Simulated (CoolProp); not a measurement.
A Linde-Hampson liquefier for oxygen: isothermal reversible compression at 290 K from 1 atm to 25 MPa, throttling to 1 atm, return gas leaving the recuperator 10 K below the feed. Each further row changes one setting.

Model: reference Helmholtz-energy equation of state, Schmidt 1985, in CoolProp.

```csv
case,liquid yield per pass,compression work (kJ/kg of gas)
as stated,?,406
high pressure 50 MPa,?,?
warm-end temperature 320 K,0.083,?
warm-end gap 15 K,?,406
```

**Question.** What belongs in the gaps?

**Answer.** 
- as stated, liquid yield per pass: 0.115
- high pressure 50 MPa, liquid yield per pass: 0.158
- high pressure 50 MPa, compression work (kJ/kg of gas): 459
- warm-end temperature 320 K, compression work (kJ/kg of gas): 453
- warm-end gap 15 K, liquid yield per pass: 0.105

Above 300 K oxygen's equation is extrapolated.
